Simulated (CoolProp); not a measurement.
Vapour-liquid equilibrium of m-xylene (1) + n-nonane (2) at 1340 kPa; x and y are mole fractions of (1).

Values from CoolProp's multi-fluid Helmholtz-energy mixture model, Zhou 2012 and Lemmon 2006; pair parameters Bell 2016.

Question: Give the bubble temperature and the first vapour's composition at x = 0.2, 0.275, 0.875. Is there an azeotrope?

Answer: x = 0.2: 278.5 °C, y = 0.231; x = 0.275: 276.9 °C, y = 0.311; x = 0.875: 270.2 °C, y = 0.878. No azeotrope shows between x = 0.05 and 0.95.

Pair parameters are fitted to limited data, so mixtures are less certain than the pure fluids.
